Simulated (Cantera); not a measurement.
Charge: 1 mol Si, 0.88 mol HCl, a varied amount of H2, at 700 K and 10.0 bar.

Equilibrium computed with Cantera from the NASA thermochemical tables; the gas is ideal and each condensed phase is pure. Candidate condensed phases: Si; 19 gas species. Equilibrium is a limit: real reactors are often held back by kinetics, nucleation or transport.

log p: log10 of the partial pressure in bar; n: condensed amount in mol.

| n(H2) (mol) | log p H2 | log p SiCl4 | log p SiHCl3 | log p SiH2Cl2 | n Si(s) |
|---|---|---|---|---|---|
| 0.21 | 0.84 | 0.19 | 0.14 | -1.10 | 0.748 |
| 0.45 | 0.88 | 0.06 | 0.06 | -1.13 | 0.745 |
| 0.95 | 0.92 | -0.14 | -0.07 | ? | 0.741 |
| 2 | 0.95 | -0.40 | -0.25 | ? | 0.737 |
| 4.2 | 0.97 | -0.72 | -0.48 | ? | 0.731 |
| 8.9 | 0.99 | -1.08 | -0.75 | ? | 0.725 |
| 19 | 0.99 | -1.47 | -1.03 | ? | 0.718 |

Complete the blanks.


- 0.95, log p SiH2Cl2: -1.19
- 2, log p SiH2Cl2: -1.29
- 4.2, log p SiH2Cl2: -1.43
- 8.9, log p SiH2Cl2: -1.59
- 19, log p SiH2Cl2: -1.78
